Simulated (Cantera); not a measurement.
Input: 1 mol CCl4, 2.6 mol H2, at 39.0 Pa.

Method: chemical equilibrium by Gibbs-energy minimisation in Cantera with the NASA 1993 tables (ideal gas, pure condensed phases). Candidate condensed phases: C, C6H6, C7H8, C8H18; 91 gas species. Kinetics and transport are ignored.

**Question.** Which condensed phases are stable at each of these points (T (°C)): 2202, 2277, 2352, 2427, 2502, 2577, 2652?

**Answer.** 
```tsv
T (°C)	condensed phases	C condensed (%)
2202	C(graphite)	96.0
2277	C(graphite)	90.2
2352	C(graphite)	73.5
2427	C(graphite)	26.9
2502	gas only	0.0
2577	gas only	0.0
2652	gas only	0.0
```

From 2202 °C to 2427 °C the condensed part is C(graphite). From 2502 °C to 2652 °C nothing is condensed.
